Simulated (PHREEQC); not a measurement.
Make-up at 20 °C: 0.021 mol NaHSO4, 0.00051 mol NaOH and 0.043 mol NaCl per kg of water. Closed to the air; pH follows from the charge balance.

The numbers come from PHREEQC with the ion-association model, wateq4f.dat.

pH: 1.94
ionic strength: 0.0899 mol/kgw
total alkalinity: -20.5 meq/kg

```json
[
 {"species": "Na+", "molality": "0.0630", "activity": "0.0498", "log γ": "-0.102"},
 {"species": "Cl-", "molality": "0.0430", "activity": "0.0333", "log γ": "-0.111"},
 {"species": "H+", "molality": "0.0140", "activity": "0.0116", "log γ": "-0.080"},
 {"species": "SO4-2", "molality": "0.0130", "activity": "0.00504", "log γ": "-0.410"},
 {"species": "HSO4-", "molality": "0.00651", "activity": "0.00511", "log γ": "-0.105"},
 {"species": "NaSO4-", "molality": "0.00153", "activity": "0.00122", "log γ": "-0.099"}
]
```

Precipitation was switched off in this run.
